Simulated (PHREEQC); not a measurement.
Nickel, zinc or cadmium bath

Dissolve 2.7 mmol/kgw CdCl2, 43 mmol/kgw H3BO3 and 3.5 mmol/kgw FeSO4 at 25 °C. Closed to the air; pH follows from the charge balance.

All values are PHREEQC results (ion-association model, wateq4f.dat), not measurements.

Precipitation was switched off in this run.

Task: Estimate the pH.

Result: pH 5.32.

Task: In which forms is Cl present?

Result: Cl- 91 %, CdCl+ 8.9 % of the Cl.

Complexes and solids missing from the database can't appear.
